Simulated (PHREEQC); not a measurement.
0.14 g of hydrous ferric oxide (600 m²/g; 0.2 weak and 0.005 strong sites per Fe, Dzombak-Morel constants, diffuse double layer) in 1 kg of water with 0.1 mol/kgw of an inert sodium salt and 0.19 mmol/kgw SrCl2, at 25 °C; the pH is set by adding NaOH or the inert anion's acid. O2 is buffered at 0.21 atm. CO2 from the air is kept out. No solid was allowed to form.

All values are PHREEQC results (ion-association model, wateq4f.dat), not measurements.

```json
[
 {"pH": "3", "Sr sorbed (%)": "0.0", "surface charge σ (C/m²)": "0.363", "surface potential ψ (mV)": "152"},
 {"pH": "3.5", "Sr sorbed (%)": "0.0", "surface charge σ (C/m²)": "0.350", "surface potential ψ (mV)": "151"},
 {"pH": "4", "Sr sorbed (%)": "0.0", "surface charge σ (C/m²)": "0.321", "surface potential ψ (mV)": "146"},
 {"pH": "4.5", "Sr sorbed (%)": "0.0", "surface charge σ (C/m²)": "0.273", "surface potential ψ (mV)": "138"},
 {"pH": "5", "Sr sorbed (%)": "0.0", "surface charge σ (C/m²)": "0.215", "surface potential ψ (mV)": "126"},
 {"pH": "5.5", "Sr sorbed (%)": "0.0", "surface charge σ (C/m²)": "0.159", "surface potential ψ (mV)": "(withheld)"},
 {"pH": "6", "Sr sorbed (%)": "0.0", "surface charge σ (C/m²)": "0.112", "surface potential ψ (mV)": "93"},
 {"pH": "6.5", "Sr sorbed (%)": "0.1", "surface charge σ (C/m²)": "0.074", "surface potential ψ (mV)": "74"},
 {"pH": "7", "Sr sorbed (%)": "0.4", "surface charge σ (C/m²)": "0.045", "surface potential ψ (mV)": "53"},
 {"pH": "7.5", "Sr sorbed (%)": "(withheld)", "surface charge σ (C/m²)": "0.024", "surface potential ψ (mV)": "31"},
 {"pH": "8", "Sr sorbed (%)": "3.2", "surface charge σ (C/m²)": "0.006", "surface potential ψ (mV)": "(withheld)"},
 {"pH": "8.5", "Sr sorbed (%)": "5.2", "surface charge σ (C/m²)": "-0.010", "surface potential ψ (mV)": "-14"},
 {"pH": "9", "Sr sorbed (%)": "11.5", "surface charge σ (C/m²)": "-0.026", "surface potential ψ (mV)": "-34"}
]
```

Q: Some entries are withheld; supply them.

A: 
- 5.5, surface potential ψ (mV): 111
- 7.5, Sr sorbed (%): 1.4
- 8, surface potential ψ (mV): 9

The oxide is taken as insoluble; below pH 4 it would dissolve.
